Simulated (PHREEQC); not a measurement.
Make-up at 80 °C: 1.2 mmol/kgw HF, 32 mmol/kgw NaF and 0.00034 mmol/kgw H4SiO4. Closed to the air; pH follows from the charge balance.

Equilibrium calculation in PHREEQC: ion-association model, phreeqc.dat.

```csv
quantity,before,after
pH,5.04,5.30
HF (mol/kgw),0.00105,6.98e-6
NaF (mol/kgw),0.000391,5.71e-8
HF2- (mol/kgw),0.000141,9.72e-9
SI of Quartz (SiO2),-3.21,-5.17
```

**Question.** Name the change that produced these shifts.
A) diluted 10-fold with water
B) diluted 100-fold with water
C) HF replaced by H2SiF6 at the same molality
D) HF left out
E) H4SiO4 from 3.4e-07 to 3.06e-07 mol/kgw

**Answer.** B, diluted 100-fold with water

This is a speciation only: nothing precipitates in the calculation. At this temperature some constants are extrapolated from 25 °C, and those without enthalpy data are left unchanged. SiF6-2 is the database's only silicon fluoride.
